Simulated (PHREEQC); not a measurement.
Model water analysis in mg/kgw, 25 °C, pH 7.32, pe 12.6: Na 1740; K 762; Ca 34.6; Mg 10.7; Cl 2760; S(6) as SO4 953; Alkalinity as HCO3 0.888; Si as SiO2 90.1; Br 2.63; Sr 6.41.

Valence states are taken as typed.

All values are PHREEQC results (ion-association model, wateq4f.dat), not measurements.

The ionic strength is 0.105 mol/kgw. The charge-balance error is 0.1 %.

```json
[
 {"species": "Cl-", "molality": "0.0779", "activity": "0.0592", "log γ": "-0.119"},
 {"species": "Na+", "molality": "0.0746", "activity": "0.0582", "log γ": "-0.108"},
 {"species": "K+", "molality": "0.0191", "activity": "0.0145", "log γ": "-0.119"},
 {"species": "SO4-2", "molality": "0.00816", "activity": "0.00299", "log γ": "-0.436"},
 {"species": "H4SiO4", "molality": "0.00149", "activity": "0.00153", "log γ": "0.011"},
 {"species": "NaSO4-", "molality": "0.00111", "activity": "0.000871", "log γ": "-0.105"},
 {"species": "Ca+2", "molality": "0.000705", "activity": "0.000272", "log γ": "-0.414"}
]
```

This is a speciation only: nothing precipitates in the calculation. Saturation is exceeded, for instance for Quartz (slow to form), Chalcedony (slow to form); the values hold only as long as no solid forms. Complexes and solids missing from the database can't appear.
